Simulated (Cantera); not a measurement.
Charge: 1 mol V₂O₃, 8.8 mol H₂, 1.6 mol H₂O, equilibrated at 1423.15 K and 1580 Torr.

These are equilibrium values from Cantera (NASA tables, ideal gas, pure condensed phases), not measurements of a reactor. Candidate condensed phases: H₂O, V, VO, V₂O₃, V₂O₄, V₂O₅; 12 gas species. Condensed phases not in the tables: the oxides between V₂O₃ and V₂O₅ other than VO₂. Equilibrium is a limit: real reactors are often held back by kinetics, nucleation or transport.

Base state: H₂ 0.846, H₂O 0.154 (mole fractions); condensed: V₂O₃(s).

Problem. What changes in the equilibrium state with this change: V₂O₃ replaced by Nb₂O₅?

Solution. 
```json
[
 {"species": "H₂", "before": "0.846", "after": "0.846"},
 {"species": "H₂O", "before": "0.154", "after": "0.154"},
 {"species": "V₂O₃(s), mol", "before": "1.00", "after": "0"},
 {"species": "Nb₂O₅(s), mol", "before": "0", "after": "1.00"}
]
```
Condensed phases not in the tables: the oxides between NbO₂ and Nb₂O₅. Further candidate phases: Nb, NbO, NbO₂, Nb₂O₅.
